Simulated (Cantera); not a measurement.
Thermodynamics of silicon epitaxy and polysilicon growth, feed Si₂H₆ + Cl₂ + H₂

Feed: 1 mol Si₂H₆, 0.54 mol Cl₂, 380 mol H₂, held at 1798 K and 8800 Pa.

These are equilibrium values from Cantera (NASA tables, ideal gas, pure condensed phases), not measurements of a reactor. Candidate condensed phases: Si; 19 gas species. The feed counts by its element totals alone. Gases not in the tables: Si₂H₆ and higher silanes. Kinetics and transport are ignored.

```yaml
x(H₂): 0.996
x(HCl): 0.00276
x(H): 0.00118
x(Si): 3.51e-5
x(SiH₂): 2.94e-5
x(SiCl₂): 2.37e-5
x(SiH): 1.19e-5
x(SiCl): 2.52e-6
x(Cl): 2.51e-6
n(Si(l)): 1.96 mol
gas_amount: 383.8 mol
```
